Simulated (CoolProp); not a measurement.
The fluoroketone C6F12O (FK-5-1-12) along the isobar 2790 kPa: density (kg/m³) from the reference equation and from simpler models built on Tc = 441.8 K, pc = 1869 kPa, ω = 0.471; each cubic takes its own stable root.

The numbers come from the reference Helmholtz-energy equation of state, McLinden 2015 in CoolProp.

```tsv
T (K)	phase	reference	van der Waals	Redlich-Kwong	Soave-Redlich-Kwong	Peng-Robinson
260.9	liquid	1718	?	1494	1569	1765
267.9	liquid	1699	1018	1477	1555	1749
275	liquid	1680	1009	?	1539	1733
282.1	liquid	1660	?	1443	1523	1716
289.1	liquid	1641	990.0	1425	1507	1698
296.2	liquid	1621	980.2	?	1490	1679
303.2	liquid	1601	?	1388	1472	1660
310.3	liquid	?	960.1	1369	?	1640
317.4	liquid	1559	949.7	1349	1434	1619
324.4	liquid	1537	939.1	1328	1415	1597
331.5	liquid	1515	928.1	1307	1393	1573
338.6	liquid	1493	916.8	1285	1371	1549
345.6	liquid	1470	905.3	1263	1348	1523
352.7	liquid	1446	893.3	1240	1324	1496
```

**Question.** Complete the blanks.

**Answer.** 
- 260.9, van der Waals: 1027
- 275, Redlich-Kwong: 1460
- 282.1, van der Waals: 999.5
- 296.2, Redlich-Kwong: 1407
- 303.2, van der Waals: 970.4
- 310.3, reference: 1580
- 310.3, Soave-Redlich-Kwong: 1454
